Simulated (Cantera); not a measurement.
## Stirred combustor or abatement burner

A perfectly stirred reactor is fed with 9.49 % CH4, 14.6 % O2, 75.9 % N2, at 0.250 bar; it is adiabatic with a 423 K inlet, and is followed from long to short residence time, starting on the burning branch (τ in s: 0.31, 0.13, 0.057, 0.025, 0.011, 0.0046, 0.002, 0.00085, 0.00037, 0.00016, 6.8e-05).

Computed with Cantera and GRI-Mech 3.0 (53 species, 325 reactions).

```
τ (s)    T (K)     x CH4      x O2      x NO    x HO2    x C2H6    x CH2
-------  -----  --------  --------  --------  -------  --------  -------
0.31      1834   1.94e-5  0.000130  0.000126  1.79e-8  8.17e-10  4.50e-7
0.13      1826   2.86e-5  0.000231  0.000131  3.19e-8   1.63e-9  7.71e-7
0.057     1817   4.60e-5  0.000396  0.000132  5.42e-8   3.67e-9  1.30e-6
0.025     1806   8.09e-5  0.000677  0.000128  9.35e-8   9.72e-9  2.26e-6
0.011     1793  0.000154   0.00119  0.000118  1.73e-7   3.04e-8  4.05e-6
0.0046    1774  0.000330   0.00229   9.80e-5  3.93e-7   1.21e-7  7.65e-6
0.0020    1740  0.000763   0.00481   6.49e-5  1.15e-6   5.77e-7  1.39e-5
0.00085    423    0.0949     0.146    <1e-12   <1e-12    <1e-12   <1e-12
0.00037    423    0.0949     0.146    <1e-12   <1e-12    <1e-12   <1e-12
0.00016    423    0.0949     0.146    <1e-12   <1e-12    <1e-12   <1e-12
6.8e-5     423    0.0949     0.146    <1e-12   <1e-12    <1e-12   <1e-12
```
x: mole fraction; the columns are a selection and need not sum to one.
